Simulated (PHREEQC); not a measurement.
**Sulfide liquor**

A solution holds 0.0031 mol/kgw Na2S and 0.21 mol/kgw NaHCO3, at 25 °C. Closed to the air; pH follows from the charge balance.

All values are PHREEQC results (ion-association model, wateq4f.dat), not measurements.

The pH is 8.09. The ionic strength is 0.204 mol/kgw and the activity of water is 0.993. The total alkalinity comes out as 216 meq/kg.

```
species  molality  activity   log γ
-------  --------  --------  ------
Na+         0.202     0.150  -0.129
HCO3-       0.190     0.142  -0.128
NaHCO3     0.0114    0.0119   0.020
NaCO3-    0.00307   0.00228  -0.128
HS-       0.00296   0.00209  -0.152
CO3-2     0.00266  0.000819  -0.512
CO2       0.00249   0.00261   0.020
```

This is a speciation only: nothing precipitates in the calculation. The polysulfide entries of wateq4f.dat were taken out for this run.
